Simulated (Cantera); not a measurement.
A closed system holds: 1 mol SiC, 0.24 mol CO2, a varied amount of H2, equilibrated at 1975 °C and 0.000140 bar.

Method: chemical equilibrium by Gibbs-energy minimisation in Cantera with the NASA 1993 tables (ideal gas, pure condensed phases). Candidate condensed phases: C, C6H6, C7H8, C8H18, H2O, Si, SiC, SiO2; 123 gas species. Equilibrium is a limit: real reactors are often held back by kinetics, nucleation or transport.

x: gas mole fraction; n: condensed amount in mol.

```json
[
 {"n(H2) (mol)": "27", "x H2": "0.513", "x H": "0.445", "x Si": "0.0243", "x CO": "0.0131", "x SiC2": "0.00279", "x C2H2 (acetylene)": "0.00170", "n C(graphite)": "0.418"},
 {"n(H2) (mol)": "30", "x H2": "0.516", "x H": "0.446", "x Si": "0.0219", "x CO": "0.0118", "x SiC2": "0.00252", "x C2H2 (acetylene)": "0.00171", "n C(graphite)": "0.403"},
 {"n(H2) (mol)": "35", "x H2": "0.519", "x H": "0.447", "x Si": "0.0189", "x CO": "0.0102", "x SiC2": "0.00217", "x C2H2 (acetylene)": "0.00172", "n C(graphite)": "0.378"},
 {"n(H2) (mol)": "40", "x H2": "0.522", "x H": "0.449", "x Si": "0.0166", "x CO": "0.00897", "x SiC2": "0.00191", "x C2H2 (acetylene)": "0.00173", "n C(graphite)": "0.353"},
 {"n(H2) (mol)": "46", "x H2": "0.524", "x H": "0.450", "x Si": "0.0145", "x CO": "0.00783", "x SiC2": "0.00167", "x C2H2 (acetylene)": "0.00174", "n C(graphite)": "?"},
 {"n(H2) (mol)": "52", "x H2": "0.526", "x H": "0.450", "x Si": "0.0129", "x CO": "0.00695", "x SiC2": "0.00148", "x C2H2 (acetylene)": "0.00174", "n C(graphite)": "?"},
 {"n(H2) (mol)": "60", "x H2": "0.528", "x H": "0.451", "x Si": "0.0112", "x CO": "0.00604", "x SiC2": "0.00129", "x C2H2 (acetylene)": "0.00175", "n C(graphite)": "?"},
 {"n(H2) (mol)": "69", "x H2": "0.530", "x H": "0.452", "x Si": "0.00979", "x CO": "0.00527", "x SiC2": "0.00112", "x C2H2 (acetylene)": "0.00176", "n C(graphite)": "?"},
 {"n(H2) (mol)": "78", "x H2": "0.531", "x H": "0.453", "x Si": "0.00868", "x CO": "0.00467", "x SiC2": "0.000997", "x C2H2 (acetylene)": "0.00176", "n C(graphite)": "?"},
 {"n(H2) (mol)": "90", "x H2": "0.533", "x H": "0.453", "x Si": "0.00754", "x CO": "0.00406", "x SiC2": "0.000866", "x C2H2 (acetylene)": "0.00176", "n C(graphite)": "?"},
 {"n(H2) (mol)": "100", "x H2": "0.533", "x H": "0.453", "x Si": "0.00680", "x CO": "0.00366", "x SiC2": "0.000781", "x C2H2 (acetylene)": "0.00177", "n C(graphite)": "?"},
 {"n(H2) (mol)": "120", "x H2": "0.535", "x H": "0.454", "x Si": "0.00572", "x CO": "0.00305", "x SiC2": "0.000616", "x C2H2 (acetylene)": "0.00166", "n C(graphite)": "0"},
 {"n(H2) (mol)": "140", "x H2": "0.536", "x H": "0.455", "x Si": "0.00496", "x CO": "0.00262", "x SiC2": "0.000475", "x C2H2 (acetylene)": "0.00148", "n C(graphite)": "0"}
]
```

### Question
Complete the blanks.

### Answer

- 46, n C(graphite): 0.323
- 52, n C(graphite): 0.293
- 60, n C(graphite): 0.253
- 69, n C(graphite): 0.207
- 78, n C(graphite): 0.162
- 90, n C(graphite): 0.102
- 100, n C(graphite): 0.0514
